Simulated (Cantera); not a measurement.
A freely propagating, adiabatic, planar premixed flame of CH4 : C2H6 : O2 : N2 = 1 : 0.3 : 3.05 : 11.5 (molar parts), unburnt at 450 K and 203 Torr; mixture-averaged transport, grid criteria slope 0.08 and curve 0.16, no radiation.

Cantera simulation using GRI-Mech 3.0 (53 species, 325 reactions); the numbers are that mechanism's predictions, not measurements. Burning velocities carry a grid error of a few per cent, more on coarse grids.

Predict: laminar burning velocity; thermal thickness; peak x(CH3); peak x(H2).


| Item | Result |
|---|---|
| laminar burning velocity | 99.4 cm/s |
| thermal thickness | 1.11 mm |
| peak x(CH3) | 0.00358 |
| peak x(H2) | 0.0260 |
